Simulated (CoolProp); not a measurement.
Carbonyl sulfide at several states: density (kg/m³) from the reference equation and from simpler models built on Tc = 105.6 °C, pc = 6369 kPa, ω = 0.098; each cubic takes its own stable root.

Computed with CoolProp (reference Helmholtz-energy equation of state, Lemmon 2006). It is a short technical equation, of lower accuracy than the large ones.

```
T (°C)   p (kPa)   phase  reference  van der Waals  Redlich-Kwong  Soave-Redlich-Kwong  Peng-Robinson
-------  -------  ------  ---------  -------------  -------------  -------------------  -------------
107.35      5000     gas      145.8          137.8          144.5                144.4          150.3
-128.45     12.7  liquid       1332         0.6374           1260                 1253           1406
2.65       16400  liquid       1091          734.1           1031                 1039           1170
230.25      56.4     gas     0.8105         0.8106         0.8106               0.8105         0.8107
332.55       459     gas      5.503          5.510          5.506                5.500          5.509
345.05       610     gas      7.173          7.186          7.179                7.168          7.182
```

At some of these states van der Waals gives the other phase, because its saturation line lies elsewhere.
